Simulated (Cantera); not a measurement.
**Stirred combustor or abatement burner**

A perfectly stirred reactor is fed with 4.70 % CH4, 20.0 % O2, 75.3 % N2, at 1900000 Pa; it is adiabatic with a 600 K inlet, and is followed from long to short residence time, starting on the burning branch (τ in s: 0.36, 0.14, 0.053, 0.02, 0.0078, 0.003, 0.0012, 0.00044, 0.00017, 6.6e-05, 2.5e-05, 9.7e-06, 3.7e-06).

Model: GRI-Mech 3.0 (53 species, 325 reactions), integrated in Cantera. The pressure lies above the range GRI-Mech 3.0 was tuned for (to about 10 atm).

```json
[
 {"τ (s)": "0.36", "T (K)": "1666", "x CH4": "1.83e-6", "x O2": "0.106", "x NO2": "7.49e-8", "x CO2": "0.0470", "x NO": "6.23e-6", "x H2O2": "7.43e-8"},
 {"τ (s)": "0.14", "T (K)": "1666", "x CH4": "4.43e-6", "x O2": "0.106", "x NO2": "4.27e-8", "x CO2": "0.0470", "x NO": "3.03e-6", "x H2O2": "8.55e-8"},
 {"τ (s)": "0.053", "T (K)": "1665", "x CH4": "1.05e-5", "x O2": "0.106", "x NO2": "3.23e-8", "x CO2": "0.0469", "x NO": "1.72e-6", "x H2O2": "1.10e-7"},
 {"τ (s)": "0.020", "T (K)": "1664", "x CH4": "2.43e-5", "x O2": "0.106", "x NO2": "3.31e-8", "x CO2": "0.0468", "x NO": "1.18e-6", "x H2O2": "1.59e-7"},
 {"τ (s)": "0.0078", "T (K)": "1660", "x CH4": "5.50e-5", "x O2": "0.107", "x NO2": "4.22e-8", "x CO2": "0.0464", "x NO": "9.35e-7", "x H2O2": "2.55e-7"},
 {"τ (s)": "0.0030", "T (K)": "1652", "x CH4": "0.000134", "x O2": "0.107", "x NO2": "5.94e-8", "x CO2": "0.0454", "x NO": "7.71e-7", "x H2O2": "4.69e-7"},
 {"τ (s)": "0.0012", "T (K)": "1627", "x CH4": "0.000378", "x O2": "0.109", "x NO2": "7.50e-8", "x CO2": "0.0427", "x NO": "5.35e-7", "x H2O2": "1.10e-6"},
 {"τ (s)": "0.00044", "T (K)": "600", "x CH4": "0.0470", "x O2": "0.200", "x NO2": "<1e-12", "x CO2": "<1e-12", "x NO": "<1e-12", "x H2O2": "<1e-12"},
 {"τ (s)": "0.00017", "T (K)": "600", "x CH4": "0.0470", "x O2": "0.200", "x NO2": "<1e-12", "x CO2": "<1e-12", "x NO": "<1e-12", "x H2O2": "<1e-12"},
 {"τ (s)": "6.6e-5", "T (K)": "600", "x CH4": "0.0470", "x O2": "0.200", "x NO2": "<1e-12", "x CO2": "<1e-12", "x NO": "<1e-12", "x H2O2": "<1e-12"},
 {"τ (s)": "2.5e-5", "T (K)": "600", "x CH4": "0.0470", "x O2": "0.200", "x NO2": "<1e-12", "x CO2": "<1e-12", "x NO": "<1e-12", "x H2O2": "<1e-12"},
 {"τ (s)": "9.7e-6", "T (K)": "600", "x CH4": "0.0470", "x O2": "0.200", "x NO2": "<1e-12", "x CO2": "<1e-12", "x NO": "<1e-12", "x H2O2": "<1e-12"},
 {"τ (s)": "3.7e-6", "T (K)": "600", "x CH4": "0.0470", "x O2": "0.200", "x NO2": "<1e-12", "x CO2": "<1e-12", "x NO": "<1e-12", "x H2O2": "<1e-12"}
]
```
x: mole fraction; the columns are a selection and need not sum to one.
